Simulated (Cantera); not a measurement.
Charge: 1 mol n-butane, 0.032 mol H₂O, held at 5.80 bar.

Equilibrium computed with Cantera from the NASA thermochemical tables; the gas is ideal and each condensed phase is pure. Candidate condensed phases: C, C₆H₆, C₇H₈, C₈H₁₈, H₂O; 110 gas species. Rates play no part.

x: gas mole fraction; n: condensed amount in mol.

```csv
T (K),x H₂,x H,x C₂H₂ (acetylene),x CO,x CH₄,x C₄H₂,n C(graphite)
2425,0.978,0.00735,0.00763,0.00630,?,2.45e-5,3.88
2500,0.972,0.0103,0.0105,0.00629,?,4.70e-5,3.85
2575,0.964,0.0141,0.0142,0.00628,?,8.63e-5,3.82
2650,0.955,0.0190,0.0187,0.00626,?,0.000153,3.77
2725,0.943,0.0252,0.0243,0.00624,?,0.000260,3.71
2800,0.929,0.0327,0.0310,0.00622,?,0.000430,3.63
2875,0.911,0.0419,0.0388,0.00619,?,0.000688,3.54
```

### Question
Fill in the missing entries.

### Answer

- 2425, x CH₄: 0.000943
- 2500, x CH₄: 0.000822
- 2575, x CH₄: 0.000720
- 2650, x CH₄: 0.000632
- 2725, x CH₄: 0.000557
- 2800, x CH₄: 0.000490
- 2875, x CH₄: 0.000431
